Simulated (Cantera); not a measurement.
A closed system holds: 1 mol C₂H₄, 0.81 mol NH₃, 4.7 mol H₂, at 2848.15 K and 101000 Pa.

These are equilibrium values from Cantera (NASA tables, ideal gas, pure condensed phases), not measurements of a reactor. Kinetics and transport are ignored.

```
species             before     after
----------------  --------  --------
H₂                   0.819     0.864
H                   0.0869    0.0893
C₂H₂ (acetylene)    0.0320    0.0259
N₂                  0.0321   0.00731
HCN                 0.0246    0.0106
C₂N₂               1.56e-5   2.72e-6
CN                0.000231   9.67e-5
HNC                0.00409   0.00176
C₄H₂              0.000521  0.000323
C₃                 5.58e-5   3.75e-5
C₃H₃ (propargyl)   1.06e-5   7.72e-6
C(graphite), mol      1.16         0
```
Gas species are given as mole fractions.

### Question
What was changed between the two runs?
A. NH₃ from 0.81 to 1.2 mol
B. H₂ from 4.7 to 25 mol
C. pressure from 101000 Pa to 3300000 Pa
D. temperature from 2848.15 K to 2325 K

### Answer
B, H₂ from 4.7 to 25 mol
